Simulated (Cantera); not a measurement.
# Adiabatic ignition

An adiabatic, constant-pressure homogeneous reactor starts with 4.77 % CH4, 15.1 % O2, 80.1 % N2, at 1650 K and 3750 Torr.

Cantera simulation using GRI-Mech 3.0 (53 species, 325 reactions); the numbers are that mechanism's predictions, not measurements.

| t (s) | T (K) | x CH4 | x O2 | x N2O | x H2O2 | x OH | x H2O |
|---|---|---|---|---|---|---|---|
| 2.00e-6 | 1650 | 0.0477 | 0.151 | 2.07e-11 | 1.88e-8 | 1.23e-7 | 1.63e-6 |
| 4.85e-6 | 1650 | 0.0477 | 0.151 | 9.36e-11 | 4.99e-8 | 2.19e-7 | 6.19e-6 |
| 1.18e-5 | 1650 | 0.0476 | 0.151 | 4.44e-10 | 1.09e-7 | 5.44e-7 | 3.04e-5 |
| 2.85e-5 | 1650 | 0.0473 | 0.151 | 2.07e-9 | 2.21e-7 | 1.99e-6 | 0.000220 |
| 6.91e-5 | 1666 | 0.0434 | 0.148 | 1.65e-8 | 1.92e-6 | 1.72e-5 | 0.00314 |
| 0.000168 | 2543 | <1e-12 | 0.0553 | 1.47e-6 | 3.54e-7 | 0.00805 | 0.0890 |
| 0.000406 | 2550 | <1e-12 | 0.0548 | 1.43e-6 | 3.67e-7 | 0.00765 | 0.0894 |
| 0.000985 | 2548 | <1e-12 | 0.0541 | 1.43e-6 | 3.63e-7 | 0.00756 | 0.0895 |
| 0.00239 | 2542 | <1e-12 | 0.0526 | 1.43e-6 | 3.54e-7 | 0.00740 | 0.0896 |
| 0.00579 | 2536 | <1e-12 | 0.0507 | 1.45e-6 | 3.43e-7 | 0.00719 | 0.0897 |
| 0.0140 | 2532 | <1e-12 | 0.0497 | 1.47e-6 | 3.38e-7 | 0.00707 | 0.0898 |
| 0.0340 | 2531 | <1e-12 | 0.0496 | 1.48e-6 | 3.37e-7 | 0.00706 | 0.0898 |
| 0.0825 | 2531 | <1e-12 | 0.0496 | 1.48e-6 | 3.37e-7 | 0.00706 | 0.0898 |
| 0.200 | 2531 | <1e-12 | 0.0496 | 1.48e-6 | 3.37e-7 | 0.00706 | 0.0898 |
x: mole fraction; the columns are a selection and need not sum to one.

```yaml
time_of_steepest_temperature_rise: 99.7 µs
temperature at 0.200 s: 2531 K
equilibrium_temperature: 2531 K
x(CH4) at 0.200 s: <1e-12 (gas-phase equilibrium <1e-12)
x(O2) at 0.200 s: 0.0496 (gas-phase equilibrium 0.0496)
x(N2O) at 0.200 s: 1.48e-6 (gas-phase equilibrium 1.48e-6)
```
